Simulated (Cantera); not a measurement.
A closed system holds: 1 mol SiC, 1.3 mol O₂, 56 mol H₂, at 0.00133 bar.

Equilibrium computed with Cantera from the NASA thermochemical tables; the gas is ideal and each condensed phase is pure. Candidate condensed phases: C, C₆H₆, C₇H₈, C₈H₁₈, H₂O, Si, SiC, SiO₂; 123 gas species. Mutual solubility and eutectic melting of coexisting phases are not modelled. The tables hold silica as quartz up to 1696 K and as liquid above; real silica turns to tridymite and cristobalite and melts near 1996 K. Equilibrium is a limit: real reactors are often held back by kinetics, nucleation or transport.

**Question.** Which condensed phases are stable at each of these points (T (K)): 950, 1050, 1150, 1250, 1350, 1450, 1550, 1650, 1750, 1850, 1950, 2050, 2150?

**Answer.** 
```
T (K)                       condensed phases  Si condensed (%)
-----  -------------------------------------  ----------------
950             C(graphite) + SiO₂(β-quartz)             100.0
1050            C(graphite) + SiO₂(β-quartz)             100.0
1150   C(graphite) + SiC(s) + SiO₂(β-quartz)             100.0
1250                 SiC(s) + SiO₂(β-quartz)              99.1
1350                 SiC(s) + SiO₂(β-quartz)              73.1
1450                          SiO₂(β-quartz)              59.8
1550                          SiO₂(β-quartz)              56.2
1650                          SiO₂(β-quartz)              29.8
1750                                gas only               0.0
1850                                gas only               0.0
1950                                gas only               0.0
2050                                gas only               0.0
2150                                gas only               0.0
```

From 950 K to 1050 K the condensed part is C(graphite) + SiO₂(β-quartz). At 1150 K the condensed part is C(graphite) + SiC(s) + SiO₂(β-quartz). From 1250 K to 1350 K the condensed part is SiC(s) + SiO₂(β-quartz). From 1450 K to 1650 K the condensed part is SiO₂(β-quartz). From 1750 K to 2150 K nothing is condensed.
